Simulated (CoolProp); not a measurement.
Model: reference Helmholtz-energy equation of state, Tillner-Roth 1997, in CoolProp.

Problem. Give the vapour pressure (MPa), liquid cp (kJ/(kg K)), surface tension (mN/m) of saturated CH2F2 (R32) at -39.35 °C.

Solution. 
```
T (°C)  p (MPa)  liquid cp (kJ/(kg K))  surface tension (mN/m)
------  -------  ---------------------  ----------------------
-39.35    0.183                   1.61                    18.3
```

Surface tension comes from a separate correlation (Mulero 2012).
